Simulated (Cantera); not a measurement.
An isothermal, constant-pressure homogeneous reactor starts with 0.919 % CO, 0.296 % O2, 0.0138 % H2O, 98.8 % N2, equivalence ratio 1.5, at 1225 K and 3750 Torr.

Computed with Cantera and GRI-Mech 3.0 (53 species, 325 reactions).

x: mole fraction; the columns are a selection and need not sum to one.

```tsv
t (s)	x CO	x O2	x H2O	x CO2	x OH	x NO2	x H2
0.000200	0.00919	0.00296	0.000138	2.38e-9	7.44e-12	<1e-12	<1e-12
0.000629	0.00919	0.00296	0.000138	1.02e-8	3.50e-11	<1e-12	3.00e-12
0.00198	0.00919	0.00296	0.000138	6.45e-8	1.96e-10	<1e-12	5.25e-11
0.00623	0.00918	0.00296	0.000138	1.13e-6	2.61e-9	<1e-12	1.79e-9
0.0196	0.00904	0.00289	0.000136	?	?	2.64e-11	?
0.0617	0.00738	0.00206	0.000131	0.00182	3.18e-7	1.92e-9	6.34e-6
0.194	0.00328	1.58e-5	0.000116	0.00593	2.92e-7	2.30e-10	1.79e-5
0.612	0.00324	1.33e-8	0.000104	0.00598	4.14e-9	<1e-12	3.43e-5
1.92	0.00323	3.07e-9	0.000103	0.00598	7.50e-10	<1e-12	3.51e-5
6.06	0.00323	?	0.000103	0.00598	1.03e-10	<1e-12	3.54e-5
19.1	0.00323	1.02e-9	0.000103	0.00598	8.12e-12	<1e-12	3.55e-5
60.0	0.00323	7.98e-10	0.000103	0.00598	6.87e-12	<1e-12	3.56e-5
```

Problem. Some entries are withheld; supply them.

Solution. 
- 0.0196, x CO2: 0.000150
- 0.0196, x OH: 1.26e-7
- 0.0196, x H2: 1.31e-6
- 6.06, x O2: 1.33e-9
